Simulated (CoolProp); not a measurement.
Vapour-liquid equilibrium of dimethyl carbonate (1) + n-decane (2) at 456.9 K; x and y are mole fractions of (1).

Values from CoolProp's multi-fluid Helmholtz-energy mixture model, Zhou 2011 and Lemmon 2006; pair parameters Bell 2016.

Q: Give the bubble pressure and the first vapour's composition at x = 0.125, 0.35, 0.725. Is there an azeotrope?

A: x = 0.125: 3.806 bar, y = 0.668; x = 0.35: 6.375 bar, y = 0.818; x = 0.725: 8.490 bar, y = 0.902. No azeotrope shows between x = 0.05 and 0.95.

Pair parameters are fitted to limited data, so mixtures are less certain than the pure fluids. With so large a gap from Raoult's law the liquid may split in two, which this calculation doesn't test in full.
